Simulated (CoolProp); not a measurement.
Properties of acetone along the isobar 26.3 MPa.

Model: reference Helmholtz-energy equation of state, Lemmon 2006, in CoolProp. It is a short technical equation, of lower accuracy than the large ones.

| T (K) | phase | cp (kJ/(kg K)) | cv (kJ/(kg K)) | speed of sound (m/s) | Joule-Thomson coefficient (K/MPa) | fugacity coefficient |
|---|---|---|---|---|---|---|
| 354.5 | liquid | 2.222 | 1.656 | 1110 | -0.3182 | 0.01580 |
| 370.8 | liquid | 2.263 | 1.688 | 1053 | -0.2954 | 0.02372 |
| 387.1 | liquid | … | 1.722 | 998.6 | -0.2703 | 0.03407 |
| 403.4 | liquid | 2.350 | 1.755 | … | -0.2426 | 0.04709 |
| 419.7 | liquid | … | 1.789 | 894.4 | -0.2119 | 0.06297 |
| 436 | liquid | 2.440 | 1.824 | 845.1 | -0.1779 | 0.08175 |
| 452.3 | liquid | 2.487 | … | 797.7 | -0.1401 | 0.1034 |
| 468.6 | liquid | 2.533 | 1.892 | 752.4 | -0.09808 | 0.1279 |
| 484.8 | liquid | 2.580 | 1.926 | 709.4 | … | 0.1548 |
| 501.1 | liquid | 2.626 | 1.960 | 668.4 | 0.0005527 | 0.1841 |
| 517.4 | supercritical | 2.673 | 1.993 | 629.8 | 0.05844 | 0.2155 |
| 533.7 | supercritical | 2.718 | 2.026 | 593.7 | 0.1226 | 0.2485 |
| 550 | supercritical | 2.762 | 2.059 | 560.3 | … | 0.2828 |

Problem. Some entries are withheld; supply them.

Solution. 
- 387.1, cp (kJ/(kg K)): 2.306
- 403.4, speed of sound (m/s): 945.6
- 419.7, cp (kJ/(kg K)): 2.395
- 452.3, cv (kJ/(kg K)): 1.858
- 484.8, Joule-Thomson coefficient (K/MPa): -0.05154
- 550, Joule-Thomson coefficient (K/MPa): 0.1932
